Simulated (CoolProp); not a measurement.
Vapour-liquid equilibrium of R143a (1) + R152A (2) at 283 K; x and y are mole fractions of (1).

Model: multi-fluid Helmholtz-energy mixture model, Lemmon and Jacobsen 2000 and Outcalt 1996; pair parameters Bell 2016, in CoolProp.

| x | bubble pressure, mixture model (bar) | bubble pressure, Raoult's law (bar) | y, mixture model | y, Raoult's law |
|---|---|---|---|---|
| 0.05 | 4.008 | 3.940 | 0.112 | 0.106 |
| 0.125 | ? | 4.286 | 0.249 | 0.243 |
| 0.2 | 4.827 | 4.633 | 0.358 | 0.359 |
| 0.275 | 5.203 | 4.979 | 0.450 | 0.460 |
| 0.35 | 5.561 | 5.325 | 0.529 | 0.547 |
| 0.425 | ? | 5.672 | 0.599 | 0.624 |
| 0.5 | 6.237 | 6.018 | ? | 0.692 |
| 0.575 | 6.561 | 6.364 | ? | 0.752 |
| 0.65 | 6.879 | 6.711 | 0.774 | 0.807 |
| 0.725 | 7.193 | 7.057 | 0.825 | 0.855 |
| 0.8 | 7.503 | 7.403 | 0.874 | 0.900 |
| 0.875 | 7.812 | 7.749 | 0.922 | 0.940 |
| 0.95 | 8.121 | 8.096 | 0.969 | 0.977 |

Problem. Fill in the missing entries.

Solution. 
- 0.125, bubble pressure, mixture model (bar): 4.431
- 0.425, bubble pressure, mixture model (bar): 5.904
- 0.5, y, mixture model: 0.662
- 0.575, y, mixture model: 0.720

The largest gap from Raoult's law is +4.5 % in bubble pressure, at x = 0.275. No azeotrope shows between x = 0.05 and 0.95.

The pair parameters rest on a limited set of measurements; away from them the model extrapolates.
